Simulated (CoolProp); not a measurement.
Vapour-liquid equilibrium of CHF3 (R23) (1) + propylene (2) at -33.55 °C; x and y are mole fractions of (1).

Computed with CoolProp (multi-fluid Helmholtz-energy mixture model, Penoncello 2003 and Lemmon 2013; pair parameters Bell 2016).

```tsv
x	bubble pressure, mixture model (bar)	bubble pressure, Raoult's law (bar)	y, mixture model	y, Raoult's law
0.05	2.843	2.196	0.363	0.203
0.15	4.439	2.903	0.612	0.461
0.25	5.588	3.610	0.708	0.617
0.35	6.406	4.317	0.760	0.723
0.45	6.997	5.024	0.794	0.798
0.55	7.452	5.731	0.820	0.855
0.65	7.833	6.439	0.845	0.900
0.75	8.184	7.146	0.873	0.936
0.85	8.517	7.853	0.909	0.965
0.95	8.809	8.560	0.962	0.989
```

The largest gap from Raoult's law is +54.8 % in bubble pressure, at x = 0.25. No azeotrope shows between x = 0.05 and 0.95.

The pair parameters rest on a limited set of measurements; away from them the model extrapolates. With so large a gap from Raoult's law the liquid may split in two, which this calculation doesn't test in full.
